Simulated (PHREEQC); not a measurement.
0.069 g of hydrous ferric oxide (600 m²/g; 0.2 weak and 0.005 strong sites per Fe, Dzombak-Morel constants, diffuse double layer) in 1 kg of water with 0.3 mol/kgw of an inert sodium salt and 4.6e-06 mol/kgw Na2SO4 and 8.3e-07 mol/kgw Na2HAsO4, at 25 °C; the pH is set by adding NaOH or the inert anion's acid. Oxygen is held at 0.21 atm. CO2 from the air is kept out. No solid was allowed to form.

Base run: PHREEQC, ion-association model, wateq4f.dat. Each further column changes one thing. The table gives As sorbed (%).

```tsv
pH	base	no electrostatic term (-no_edl)	background salt from 0.3 to 0.03 mol/kgw	oxide from 0.069 to 0.35 g/kgw
3	100.0	94.0	100.0	100.0
3.5	100.0	94.5	100.0	100.0
4	100.0	94.6	100.0	100.0
5	100.0	95.1	100.0	100.0
5.5	100.0	95.8	100.0	100.0
6	100.0	97.0	100.0	100.0
6.5	100.0	98.0	100.0	100.0
7.5	99.9	99.0	100.0	100.0
8	99.8	99.7	99.9	100.0
8.5	99.1	99.9	99.2	99.8
9	96.9	99.9	95.2	99.4
10	74.9	100.0	44.1	94.1
10.5	49.5	100.0	16.1	83.6
11	22.7	99.9	4.6	60.0
```

The oxide is taken as insoluble; below pH 4 it would dissolve.
